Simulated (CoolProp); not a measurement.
The fluid at 298.15 K and 0.328 MPa (liquid) is heated at constant pressure to 393.4 K. The same conditions are run with several fluids, on thermodynamics alone (safety and materials aside).

Values from CoolProp's reference Helmholtz-energy equation of state of each fluid (R11: Jacobsen 1992; 1,2-dichloroethane: Thol 2015; m-xylene: Zhou 2012; o-xylene: Zhou 2012; propylene glycol: Eisenbach 2021).

**Question.** Rank R11, 1,2-dichloroethane, m-xylene, o-xylene, propylene glycol by heat (kJ/kg), highest first.

**Answer.** propylene glycol (263), R11 (238), o-xylene (183), m-xylene (178), 1,2-dichloroethane (129)

```tsv
fluid	final phase	final density (kg/m³)
R11	gas	14.4
1,2-dichloroethane	liquid	1100
m-xylene	liquid	774
o-xylene	liquid	793
propylene glycol	liquid	956
```
